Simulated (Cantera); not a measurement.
Charge: 1 mol Si2H6, 0.1 mol O3, 7.1 mol N2, a varied amount of N2O, at 1523.15 K and 58.0 Pa.

These are equilibrium values from Cantera (NASA tables, ideal gas, pure condensed phases), not measurements of a reactor. Candidate condensed phases: H2O, Si, SiO2, Si2N2O, Si3N4; 35 gas species. The feed counts by its element totals alone. Mutual solubility and eutectic melting of coexisting phases are not modelled. The tables hold silica as quartz up to 1696 K and as liquid above; real silica turns to tridymite and cristobalite and melts near 1996 K. The numbers say what is thermodynamically allowed, not how fast it happens.

x: gas mole fraction; n: condensed amount in mol.

```csv
n(N2O) (mol),x N2,x H2,x O2,x H2O,x SiO,n Si2N2O(s),n Si3N4(s),n SiO2(β-quartz)
0.4,0.680,0.318,<1e-12,4.50e-9,0.00149,0.686,0.205,0
0.59,0.688,0.310,<1e-12,4.40e-9,0.00148,0.876,0.0781,0
0.88,0.680,0.285,<1e-12,2.13e-6,0.0342,0.820,0,0
1.3,0.656,0.246,<1e-12,1.44e-5,0.0975,…,0,…
1.9,0.674,0.229,<1e-12,1.35e-5,0.0966,0.178,0,0.378
2.9,0.724,0.217,<1e-12,2.14e-5,0.0580,0,0,1.20
4.2,0.790,…,…,…,…,0,0,2.00
6.3,0.817,0.0243,4.82e-7,0.158,8.77e-7,0,0,2.00
9.3,0.792,6.17e-5,0.0623,0.145,2.44e-9,0,0,2.00
14,0.760,3.18e-5,0.131,0.108,1.68e-9,0,0,2.00
20,0.737,2.04e-5,0.180,0.0813,1.43e-9,0,0,2.00
```

**Question.** Fill in the missing entries.

**Answer.** 
- 4.2, x H2: 0.175
- 4.2, x O2: 4.56e-10
- 4.2, x H2O: 0.0350
- 4.2, x SiO: 2.85e-5
- 1.3, n Si2N2O(s): 0.404
- 1.3, n SiO2(β-quartz): 0.00381
